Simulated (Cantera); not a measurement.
Feed: 1 mol BN, 2.9 mol N2, at 10.0 mbar.

Method: chemical equilibrium by Gibbs-energy minimisation in Cantera with the NASA 1993 tables (ideal gas, pure condensed phases). Candidate condensed phases: B, BN; 5 gas species. The numbers say what is thermodynamically allowed, not how fast it happens.

**Question.** Which condensed phases are stable at each of these points (T (K)): 1975, 2075, 2175, 2275, 2375, 2475, 2575?

**Answer.** 
| T (K) | condensed phases | B condensed (%) |
|---|---|---|
| 1975 | BN(s) | 100.0 |
| 2075 | BN(s) | 100.0 |
| 2175 | BN(s) | 100.0 |
| 2275 | BN(s) | 99.9 |
| 2375 | B(l) | 99.1 |
| 2475 | B(l) | 97.6 |
| 2575 | B(l) | 93.8 |

From 1975 K to 2275 K the condensed part is BN(s). From 2375 K to 2575 K the condensed part is B(l).
